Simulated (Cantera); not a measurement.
An isothermal, constant-pressure homogeneous reactor starts with CH₂O : O₂ : N₂ = 0.016 : 0.0069 : 5.2 (molar parts), equivalence ratio 2.3, at 1150 K and 5.00 bar.

Model: GRI-Mech 3.0 (53 species, 325 reactions), integrated in Cantera.

One state of this run: x CH₂O = 8.17e-12; x O₂ = 9.52e-12; x C₂H₆ = <1e-12; x HCO = 1.10e-11; x CH₂ = <1e-12; x C₂H = <1e-12; x C₂H₄ = <1e-12. x: mole fraction; the columns are a selection and need not sum to one.

Task: Which value of t (s) does it belong to?
(A) 3.25
(B) 0.537
(C) 1.32
(D) 0.218

Result: C, 1.32
